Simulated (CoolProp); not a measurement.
Computed with CoolProp (reference Helmholtz-energy equation of state, Zhou 2016).

Question: Give the vapour pressure (MPa), vapour density (kg/m³), enthalpy of vaporisation (kJ/kg), liquid cp (kJ/(kg K)) of saturated R245ca at 387.6, 400.6 K.

Answer: 
| T (K) | p (MPa) | vapour density (kg/m³) | enthalpy of vaporisation (kJ/kg) | liquid cp (kJ/(kg K)) |
|---|---|---|---|---|
| 387.6 | 1.28 | 69.6 | 142 | 1.62 |
| 400.6 | 1.67 | 94.4 | 129 | 1.71 |
